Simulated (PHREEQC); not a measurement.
Hard or scaling water: speciation

Dissolve 0.0015 mol/kgw BaCl2, 0.00044 mol/kgw NaHCO3 and 0.00054 mol/kgw NaCl at 25 °C. Closed to the air; pH follows from the charge balance.

The numbers come from PHREEQC with the Pitzer model, pitzer.dat.

This is a speciation only: nothing precipitates in the calculation.

Problem. What pH, osmotic coefficient does the model give?

Solution. pH 8.19; osmotic coefficient 0.957.

Problem. In which forms is C present?

Solution. HCO3- 98 %, CO2 1.3 %, CO3-2 0.9 % of the C.

Species that the database lacks are ignored.
